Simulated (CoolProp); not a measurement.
CH3F (R41) along the isotherm 190.1 K: fugacity coefficient from the reference equation and from simpler models built on Tc = 317.3 K, pc = 5.906 MPa, ω = 0.200; each cubic takes its own stable root.

Computed with CoolProp (reference Helmholtz-energy equation of state, Lemmon 2006). It is a short technical equation, of lower accuracy than the large ones.

```tsv
p (MPa)	phase	reference
0.738	liquid	0.1032
1.48	liquid	0.05240
2.21	liquid	0.03571
2.95	liquid	0.02724
3.69	liquid	0.02217
4.43	liquid	0.01879
5.17	liquid	0.01639
5.91	liquid	0.01460
6.64	liquid	0.01322
7.38	liquid	0.01211
8.12	liquid	0.01120
8.86	liquid	0.01045
```

**Question.** How far does each simpler model (van der Waals, Redlich-Kwong, Soave-Redlich-Kwong, Peng-Robinson) lie from the reference over these 12 states: mean and median of the absolute difference, and the worst?

**Answer.** 
- van der Waals: mean 575.5 %, median 574.9 %, worst +634.3 % at 190.1 K and 8.86 MPa
- Redlich-Kwong: mean 59.4 %, median 59.4 %, worst +63.8 % at 190.1 K and 8.86 MPa
- Soave-Redlich-Kwong: mean 1.4 %, median 1.4 %, worst +2.6 % at 190.1 K and 8.86 MPa
- Peng-Robinson: mean 0.7 %, median 0.6 %, worst +1.5 % at 190.1 K and 8.86 MPa
